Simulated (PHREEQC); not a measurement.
A PHREEQC speciation (ion-association model, wateq4f.dat) at 25 °C gives pH 2.45 and these molalities:

```json
[
 {"species": "SO4-2", "mol/kgw": "0.0174"},
 {"species": "Mg+2", "mol/kgw": "0.0167"},
 {"species": "MgSO4", "mol/kgw": "0.0123"},
 {"species": "H+", "mol/kgw": "0.00426"},
 {"species": "HSO4-", "mol/kgw": "0.00314"},
 {"species": "Zn+2", "mol/kgw": "0.000136"},
 {"species": "ZnSO4", "mol/kgw": "9.92e-5"},
 {"species": "Zn(SO4)2-2", "mol/kgw": "1.44e-5"}
]
```

**Question.** What are the element totals, and what could have been dissolved in 1 kg of water to give them?

**Answer.** This is not unique; one that fits is totals Mg 0.0290, S(6) 0.0330, Zn 0.000250 mol/kgw, from 3.7 mmol/kgw H2SO4, 0.25 mmol/kgw ZnSO4 and 29 mmol/kgw MgSO4.

This is a speciation only: nothing precipitates in the calculation. Species that the database lacks are ignored.
